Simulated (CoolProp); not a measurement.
The fluid at 438.53 K and 1.32 MPa flows at 0.73 m/s in a round tube of 20 mm bore and 15 µm roughness, fully developed (64/Re and Nu = 3.66 if laminar; Colebrook and Gnielinski if turbulent). The same conditions are run with several fluids, on thermodynamics alone (safety and materials aside).

The numbers come from the reference Helmholtz-energy equation of state of each fluid (carbon dioxide: Span 1996; R141b: Lemmon 2006; R124: de Vries 1995; R13: Platzer 1990; R407C: Lemmon 2003) in CoolProp. The equations of Platzer and Polt are older, rougher fits. Blends and air are pseudo-pure fits.

Q: Rank carbon dioxide, R141b, R124, R13, R407C by Reynolds number, highest first.

A: R141b (53000), R124 (41700), R13 (27700), R407C (26200), carbon dioxide (11000)

| fluid | Darcy friction factor | pressure drop (Pa/m) | heat-transfer coefficient (W/(m² K)) | mass flow (kg/h) |
|---|---|---|---|---|
| carbon dioxide | 0.0313 | 6.76 | 48.5 | 13.4 |
| R141b | 0.0231 | 15.5 | 134 | 41.5 |
| R124 | 0.0240 | 17.4 | 132 | 44.9 |
| R13 | 0.0258 | 13.4 | 82.3 | 32.2 |
| R407C | 0.0260 | 11.4 | 90.6 | 27.1 |

Transport values come from each fluid's own correlations; those of R141b, R124, R13 are estimates that may be off by 10 % or more.
